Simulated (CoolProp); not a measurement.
Model: reference Helmholtz-energy equation of state, de Vries 1995, in CoolProp.

Q: Give the vapour pressure (bar), liquid density (kg/m³), vapour density (kg/m³), enthalpy of vaporisation (kJ/kg) of saturated R124 at 381.8 K.

A: 
| T (K) | p (bar) | liquid density (kg/m³) | vapour density (kg/m³) | enthalpy of vaporisation (kJ/kg) |
|---|---|---|---|---|
| 381.8 | 28.1 | 926 | 228 | 67.2 |
